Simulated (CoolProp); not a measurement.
The numbers come from the reference Helmholtz-energy equation of state, Lemmon 2006 in CoolProp. It is a short technical equation, of lower accuracy than the large ones.

Task: Give the vapour pressure (MPa), liquid density (kg/m³), vapour density (kg/m³), enthalpy of vaporisation (kJ/kg) of saturated CH3F (R41) at 216.6, 225.8, 239.6 K.

Result: 
```json
[
 {"T (K)": "216.6", "p (MPa)": "0.295", "liquid density (kg/m³)": "834", "vapour density (kg/m³)": "6.07", "enthalpy of vaporisation (kJ/kg)": "455"},
 {"T (K)": "225.8", "p (MPa)": "0.433", "liquid density (kg/m³)": "812", "vapour density (kg/m³)": "8.76", "enthalpy of vaporisation (kJ/kg)": "440"},
 {"T (K)": "239.6", "p (MPa)": "0.725", "liquid density (kg/m³)": "778", "vapour density (kg/m³)": "14.5", "enthalpy of vaporisation (kJ/kg)": "414"}
]
```
